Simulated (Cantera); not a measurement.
Feed: 1 mol CHF3, 0.031 mol F2, at 1725 °C.

Equilibrium computed with Cantera from the NASA thermochemical tables; the gas is ideal and each condensed phase is pure. Candidate condensed phases: C, C6H6, C7H8, C8H18; 95 gas species. Gases not in the tables: C2F6 and larger saturated fluorocarbons. Equilibrium is a limit: real reactors are often held back by kinetics, nucleation or transport.

Q: At 77.0 mbar, list the 7 most abundant gas species with their mole fractions, and the condensed phases.

A: HF 0.649, CF4 0.320, CF2 0.0224, F 0.00571, CF3 0.00232, CF 2.63e-5, CHF3 1.08e-5. Condensed: C(graphite).
